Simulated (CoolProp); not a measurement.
Vapour-liquid equilibrium of benzene (1) + n-dodecane (2) at 0.202 MPa; x and y are mole fractions of (1).

Values from CoolProp's multi-fluid Helmholtz-energy mixture model, Thol 2012 and Lemmon 2004; pair parameters Bell 2016.

```json
[
 {"x": "0.05", "bubble temperature (K)": "___", "y at the bubble point": "0.319", "dew temperature at overall composition x (K)": "518.2", "liquid density (mol/L)": "3.518"},
 {"x": "0.15", "bubble temperature (K)": "469.7", "y at the bubble point": "0.721", "dew temperature at overall composition x (K)": "513.1", "liquid density (mol/L)": "3.962"},
 {"x": "0.25", "bubble temperature (K)": "443.3", "y at the bubble point": "0.882", "dew temperature at overall composition x (K)": "507.5", "liquid density (mol/L)": "4.412"},
 {"x": "0.35", "bubble temperature (K)": "424.7", "y at the bubble point": "0.943", "dew temperature at overall composition x (K)": "___", "liquid density (mol/L)": "4.875"},
 {"x": "0.45", "bubble temperature (K)": "411.7", "y at the bubble point": "0.969", "dew temperature at overall composition x (K)": "494.6", "liquid density (mol/L)": "5.371"},
 {"x": "0.55", "bubble temperature (K)": "___", "y at the bubble point": "0.982", "dew temperature at overall composition x (K)": "486.8", "liquid density (mol/L)": "5.925"},
 {"x": "0.65", "bubble temperature (K)": "394.9", "y at the bubble point": "___", "dew temperature at overall composition x (K)": "477.6", "liquid density (mol/L)": "6.562"},
 {"x": "0.75", "bubble temperature (K)": "___", "y at the bubble point": "___", "dew temperature at overall composition x (K)": "___", "liquid density (mol/L)": "7.315"},
 {"x": "0.85", "bubble temperature (K)": "384.0", "y at the bubble point": "0.997", "dew temperature at overall composition x (K)": "450.1", "liquid density (mol/L)": "8.231"},
 {"x": "0.95", "bubble temperature (K)": "379.5", "y at the bubble point": "0.999", "dew temperature at overall composition x (K)": "421.8", "liquid density (mol/L)": "9.373"}
]
```

What belongs in the gaps?


- 0.05, bubble temperature (K): 503.4
- 0.35, dew temperature at overall composition x (K): 501.4
- 0.55, bubble temperature (K): 402.2
- 0.65, y at the bubble point: 0.989
- 0.75, bubble temperature (K): 389.0
- 0.75, y at the bubble point: 0.994
- 0.75, dew temperature at overall composition x (K): 466.1

No azeotrope shows between x = 0.05 and 0.95.

Pair parameters are fitted to limited data, so mixtures are less certain than the pure fluids.
